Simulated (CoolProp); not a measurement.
Dimethyl carbonate along the isobar 6.9 MPa: fugacity coefficient from the reference equation and from simpler models built on Tc = 283.9 °C, pc = 4.909 MPa, ω = 0.346; each cubic takes its own stable root.

The numbers come from the reference Helmholtz-energy equation of state, Zhou 2011 in CoolProp.

```json
[
 {"T (°C)": "200.15", "phase": "liquid", "reference": "0.1927", "van der Waals": "…", "Redlich-Kwong": "0.2527"},
 {"T (°C)": "206.65", "phase": "liquid", "reference": "0.2120", "van der Waals": "0.3591", "Redlich-Kwong": "0.2715"},
 {"T (°C)": "213.15", "phase": "liquid", "reference": "0.2322", "van der Waals": "0.3749", "Redlich-Kwong": "0.2908"},
 {"T (°C)": "219.65", "phase": "liquid", "reference": "…", "van der Waals": "0.3909", "Redlich-Kwong": "0.3106"},
 {"T (°C)": "226.25", "phase": "liquid", "reference": "0.2760", "van der Waals": "0.4072", "Redlich-Kwong": "0.3312"},
 {"T (°C)": "232.75", "phase": "liquid", "reference": "0.2991", "van der Waals": "0.4233", "Redlich-Kwong": "0.3517"},
 {"T (°C)": "239.25", "phase": "liquid", "reference": "0.3231", "van der Waals": "0.4395", "Redlich-Kwong": "0.3726"},
 {"T (°C)": "245.75", "phase": "liquid", "reference": "0.3478", "van der Waals": "0.4557", "Redlich-Kwong": "0.3937"},
 {"T (°C)": "252.35", "phase": "liquid", "reference": "…", "van der Waals": "0.4722", "Redlich-Kwong": "0.4152"},
 {"T (°C)": "258.85", "phase": "liquid", "reference": "…", "van der Waals": "0.4884", "Redlich-Kwong": "0.4366"},
 {"T (°C)": "265.35", "phase": "liquid", "reference": "0.4262", "van der Waals": "0.5046", "Redlich-Kwong": "0.4579"},
 {"T (°C)": "271.85", "phase": "liquid", "reference": "0.4530", "van der Waals": "0.5206", "Redlich-Kwong": "0.4792"},
 {"T (°C)": "278.45", "phase": "liquid", "reference": "0.4803", "van der Waals": "0.5367", "Redlich-Kwong": "0.5006"},
 {"T (°C)": "284.95", "phase": "supercritical", "reference": "0.5071", "van der Waals": "0.5525", "Redlich-Kwong": "0.5214"},
 {"T (°C)": "291.45", "phase": "supercritical", "reference": "0.5334", "van der Waals": "0.5680", "Redlich-Kwong": "0.5417"}
]
```

Task: What belongs in the gaps?

Result: 
- 200.15, van der Waals: 0.3434
- 219.65, reference: 0.2535
- 252.35, reference: 0.3737
- 258.85, reference: 0.3997
